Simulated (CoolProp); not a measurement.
Ethylbenzene along the isobar 0.981 MPa: Z from the reference equation and from simpler models built on Tc = 617.1 K, pc = 3.622 MPa, ω = 0.304; each cubic takes its own stable root.

Computed with CoolProp (reference Helmholtz-energy equation of state, Zhou 2012).

```csv
T (K),phase,reference,van der Waals,Redlich-Kwong,Soave-Redlich-Kwong
283.6,liquid,0.05043,0.08767,0.05903,0.05776
294.4,liquid,0.04911,0.08522,0.05743,0.05610
305.2,liquid,0.04789,0.08297,0.05597,0.05458
315.9,liquid,0.04678,0.08093,0.05465,0.05320
326.7,liquid,0.04574,0.07904,0.05344,0.05192
337.5,liquid,0.04479,0.07730,0.05234,0.05076
348.3,liquid,0.04391,0.07571,0.05133,0.04970
359.1,liquid,0.04311,0.07425,0.05043,0.04873
369.9,liquid,0.04237,0.07292,0.04961,0.04785
380.7,liquid,0.04169,0.07172,0.04889,0.04706
391.5,liquid,0.04107,0.07063,0.04824,0.04635
402.2,liquid,0.04052,0.06966,0.04768,0.04573
413,liquid,0.04001,0.06880,0.04720,0.04518
```
